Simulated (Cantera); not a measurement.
A closed system holds: 1 mol CO₂, 0.11 mol H₂O, 0.31 mol N₂, at 1223.15 K and 1.00 bar.

Equilibrium computed with Cantera from the NASA thermochemical tables; the gas is ideal and each condensed phase is pure. Candidate condensed phases: C, C₆H₆, C₇H₈, C₈H₁₈, H₂O; 136 gas species. Rates play no part.

Base state: CO₂ 0.704, N₂ 0.218, H₂O 0.0775 (mole fractions); condensed: gas only.

Task: What changes in the equilibrium state with this change: temperature from 1223.15 K to 1650 K?

Result: 
| species | before | after |
|---|---|---|
| CO₂ | 0.704 | 0.703 |
| N₂ | 0.218 | 0.218 |
| H₂O | 0.0775 | 0.0774 |
| CO | 9.58e-6 | 0.00114 |
| O₂ | 4.79e-6 | 0.000543 |
| OH | 2.48e-7 | 5.09e-5 |
| NO | 5.85e-7 | 6.38e-5 |
| H₂ | 7.21e-7 | 3.90e-5 |

Task: What changes in the equilibrium state with this change: temperature from 1223.15 K to 3475 K?

Result: 
```json
[
 {"species": "CO", "before": "9.58e-6", "after": "0.393"},
 {"species": "O", "before": "<1e-9", "after": "0.154"},
 {"species": "N₂", "before": "0.218", "after": "0.137"},
 {"species": "CO₂", "before": "0.704", "after": "0.0892"},
 {"species": "H", "before": "<1e-9", "after": "0.0407"},
 {"species": "OH", "before": "2.48e-7", "after": "0.0346"},
 {"species": "NO", "before": "5.85e-7", "after": "0.0239"},
 {"species": "O₂", "before": "4.79e-6", "after": "0.111"},
 {"species": "H₂O", "before": "0.0775", "after": "0.00999"},
 {"species": "N", "before": "<1e-9", "after": "7.29e-5"},
 {"species": "HO₂", "before": "<1e-9", "after": "1.76e-5"},
 {"species": "H₂", "before": "7.21e-7", "after": "0.00534"}
]
```
